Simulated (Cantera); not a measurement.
A closed system holds: 1 mol TiO2, 0.44 mol CH4, 0.43 mol H2, held at 1350 K and 1 atm.

Method: chemical equilibrium by Gibbs-energy minimisation in Cantera with the NASA 1993 tables (ideal gas, pure condensed phases). Candidate condensed phases: C, C6H6, C7H8, C8H18, H2O, Ti, TiC, TiO, TiO2, Ti2O3, Ti3O5, Ti4O7; 113 gas species. Mutual solubility and eutectic melting of coexisting phases are not modelled. Condensed phases not in the tables: Magnéli phases beyond Ti4O7. Rates play no part.

Base state: H2 0.818, CO 0.177, CH4 0.00391, H2O 0.000841, CO2 9.27e-5 (mole fractions); condensed: C(graphite) + Ti3O5(s) + Ti4O7(s).

Q: What changes in the equilibrium state with this change: temperature from 1350 K to 1223.15 K?

A: 
```tsv
species	before	after
H2	0.818	0.920
CO	0.177	0.0674
CH4	0.00391	0.0114
H2O	0.000841	0.00126
CO2	9.27e-5	6.32e-5
C(graphite), mol	0.153	0.331
Ti3O5(s), mol	0.129	0
Ti4O7(s), mol	0.153	0.0955
TiO2(rutile), mol	0	0.618
```

Q: What changes in the equilibrium state with this change: TiO2 replaced by PbO?

A: 
| species | before | after |
|---|---|---|
| H2 | 0.818 | 0.481 |
| H2O | 0.000841 | 0.264 |
| CO | 0.177 | 0.196 |
| CO2 | 9.27e-5 | 0.0546 |
| Pb | 0 | 0.00483 |
| CH4 | 0.00391 | 2.80e-6 |
| C(graphite), mol | 0.153 | 0 |
| Ti3O5(s), mol | 0.129 | 0 |
| Ti4O7(s), mol | 0.153 | 0 |
| Pb(l), mol | 0 | 0.992 |
Further candidate phases: Pb, PbO, PbO2, Pb3O4.
